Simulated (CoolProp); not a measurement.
Values from CoolProp's reference Helmholtz-energy equation of state, Akasaka 2024.

Question: For R1132(E), give the phase and the density (kg/m³), fugacity coefficient at 57.35 °C and 6500 kPa; 89.85 °C and 4430 kPa; 70.45 °C and 6500 kPa.

Answer: 
- 57.35 °C and 6500 kPa: liquid; density 812, fugacity coefficient 0.427
- 89.85 °C and 4430 kPa: gas; density 140, fugacity coefficient 0.750
- 70.45 °C and 6500 kPa: liquid; density 728, fugacity coefficient 0.513
